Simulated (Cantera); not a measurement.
Cantera run, input and output.

```python
import numpy as np
import cantera as ct

gas = ct.Solution("h2o2.yaml")
gas.TPX = 450, 1000000, {'H2': 1, 'O2': 0.208, 'N2': 0.783}
flame = ct.FreeFlame(gas, width=0.008)
flame.set_refine_criteria(ratio=3, slope=0.08, curve=0.16)
flame.transport_model = "mixture-averaged"
flame.solve(loglevel=0, auto=True)
flame.transport_model = "multicomponent"
flame.soret_enabled = False
flame.solve(loglevel=0, refine_grid=True)
z, T = flame.grid, flame.T
thick = (T[-1] - T[0]) / np.gradient(T, z).max()
show = ['H2', 'O2', 'H', 'H2O', 'H2O2', 'O']
print(f"laminar burning velocity  {flame.velocity[0] * 100:.3f} cm/s")
print(f"burnt temperature         {T[-1]:.1f} K")
print(f"thermal thickness         {thick * 1e3:.4f} mm")
print(f"grid points               {len(z)}")
z0 = z[flame.heat_release_rate.argmax()]
print(f"{'z/mm':>9s}{'T/K':>9s}{'u/(m/s)':>9s}" + "".join(f"{s:>11s}" for s in show))
rows = []
for k in (-3, -2, -1.5, -1, -0.5, -0.25, 0, 0.25, 0.5, 1, 2, 4, 8):
    zz = z0 + k * thick
    rows.append([k * thick, np.interp(zz, z, T), np.interp(zz, z, flame.velocity),
                 *(np.interp(zz, z, flame.X[gas.species_index(s)]) for s in show)])
    print(f"{rows[-1][0] * 1e3:9.3f}{rows[-1][1]:9.1f}{rows[-1][2]:9.3f}" + "".join(f"{x:11.3e}" for x in rows[-1][3:]))
```

Result:

```
laminar burning velocity  414.618 cm/s
burnt temperature         2070.8 K
thermal thickness         0.0249 mm
grid points               116
     z/mm      T/K  u/(m/s)         H2         O2          H        H2O       H2O2          O
   -0.075    450.0    4.146  5.022e-01  1.045e-01  1.082e-13  1.017e-07  4.639e-10  7.911e-11
   -0.050    450.3    4.148  5.022e-01  1.045e-01  1.371e-12  1.146e-06  6.020e-09  9.875e-10
   -0.037    451.5    4.157  5.019e-01  1.046e-01  1.373e-11  1.047e-05  6.765e-08  8.672e-09
   -0.025    461.5    4.235  4.998e-01  1.049e-01  6.351e-10  1.626e-04  1.325e-06  1.192e-07
   -0.012    612.0    5.460  4.800e-01  1.047e-01  4.759e-05  7.854e-03  6.712e-05  1.022e-05
   -0.006    954.8    8.265  4.433e-01  9.180e-02  2.149e-03  4.329e-02  1.294e-04  1.441e-04
    0.000   1332.7   11.300  3.937e-01  6.453e-02  1.034e-02  1.038e-01  5.120e-05  5.795e-04
    0.006   1591.0   13.367  3.497e-01  3.474e-02  2.040e-02  1.626e-01  7.687e-06  7.800e-04
    0.012   1733.4   14.506  3.243e-01  1.557e-02  2.599e-02  1.995e-01  2.917e-06  5.430e-04
    0.025   1852.0   15.436  3.103e-01  2.945e-03  2.606e-02  2.242e-01  9.696e-07  1.840e-04
    0.050   1931.9   16.034  3.117e-01  2.099e-04  1.943e-02  2.307e-01  2.481e-07  6.280e-05
    0.099   1990.1   16.457  3.164e-01  1.301e-05  1.212e-02  2.324e-01  8.848e-08  2.459e-05
    0.199   2028.3   16.728  3.199e-01  3.087e-06  6.841e-03  2.334e-01  3.297e-08  8.152e-06
```

Cantera simulation using the H2/O2 subset of GRI-Mech 3.0, which has no nitrogen chemistry; the numbers are that mechanism's predictions, not measurements. The hydrogen kinetics of GRI-Mech 3.0 are dated; newer H2 mechanisms differ, most at raised pressure. Burning velocities carry a grid error of a few per cent, more on coarse grids.
